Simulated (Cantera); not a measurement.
Charge: 1 mol Si₂Cl₆, 3 mol NH₃, 5.7 mol N₂, at 10.0 mbar.

These are equilibrium values from Cantera (NASA tables, ideal gas, pure condensed phases), not measurements of a reactor. Candidate condensed phases: NH₄Cl, Si, Si₃N₄; 28 gas species. The feed counts by its element totals alone. The numbers say what is thermodynamically allowed, not how fast it happens.

Over these rows the condensed part is Si₃N₄(s). Partial pressures as log10 of bar:

```
T (K)  1000/T (1/K)  log p Si  log p N₂  log p HCl  log p H₂  log p SiCl₂
-----  ------------  --------  --------  ---------  --------  -----------
1425         0.7018    -10.57     -2.33      -2.50     -2.76        -3.55
1475         0.6780     -9.71     -2.33      -2.54     -2.74        -3.32
1525         0.6557         ?     -2.33      -2.60     -2.71        -3.16
1575         0.6349     -8.17     -2.32      -2.67     -2.68        -3.05
1625         0.6154     -7.47     -2.32      -2.74     -2.66        -2.96
1675         0.5970     -6.81     -2.31      -2.82     -2.63        -2.91
```

**Question.** Fit log p(Si) = a + b·(1000/T) to the five rows, give the apparent enthalpy, and predict the row at 1525 K.

**Answer.** Means: 1000/T = 0.6454, log p = -8.546. Sxy = -0.272350, Sxx = 0.0075965, so b = -35.85 and a = -8.546 − (-35.85)×0.6454 = 14.59.
Apparent enthalpy: −19.145 × (-35.85) = 686 kJ/mol. With the condensed phases at unit activity, 1/3 Si₃N₄(s) = Si(g) + 2/3 N₂(g) links this pressure to the main gases: over the six rows their terms move log p by -0.01 in all, so the slope is close to that reaction's ΔH°. The five rows lie within 0.01 of the line.
Prediction at 1525 K: 14.59 + (-35.85)×0.6557 = -8.92. The computed value is -8.92, 0.00 from the line.
